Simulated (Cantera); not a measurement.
A closed system holds: 1 mol BaF2, 2.3 mol O2, 7.5 mol N2, at 1.00 Torr.

Method: chemical equilibrium by Gibbs-energy minimisation in Cantera with the NASA 1993 tables (ideal gas, pure condensed phases). Candidate condensed phases: Ba, BaF2, BaO; 20 gas species. The numbers say what is thermodynamically allowed, not how fast it happens.

Problem. At 1700 K, list the 6 most abundant gas species with their mole fractions, and the condensed phases.

Solution. N2 0.693, O2 0.211, BaF2 0.0926, NO 0.00273, O 0.000563, BaF 1.15e-5. Condensed: gas only.
